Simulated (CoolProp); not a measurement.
CH2F2 (R32) at 298.15 K and 1.36 MPa flows at 0.068 m/s in a round tube of 1 mm bore and 45 µm roughness, fully developed (64/Re and Nu = 3.66 if laminar; Colebrook and Gnielinski if turbulent). Each further row changes one setting.

Values from CoolProp's reference Helmholtz-energy equation of state, Tillner-Roth 1997.

```csv
case,Reynolds number,Darcy friction factor,pressure drop (Pa/m),heat-transfer coefficient (W/(m² K)),mass flow (kg/h)
as stated,___,___,___,58.0,0.00678
velocity 0.136 m/s,353,0.181,___,58.0,___
diameter 2 mm,353,0.181,7.39,___,___
```

Question: Some entries are withheld; supply them.

Answer: 
- as stated, Reynolds number: 177
- as stated, Darcy friction factor: 0.362
- as stated, pressure drop (Pa/m): 29.6
- velocity 0.136 m/s, pressure drop (Pa/m): 59.1
- velocity 0.136 m/s, mass flow (kg/h): 0.0136
- diameter 2 mm, heat-transfer coefficient (W/(m² K)): 29.0
- diameter 2 mm, mass flow (kg/h): 0.0271

Viscosity comes from a separate model (Bell 2016), an estimate that may be off by 10 % or more. Thermal conductivity comes from a separate model (Huber 2003), an estimate that may be off by 10 % or more.
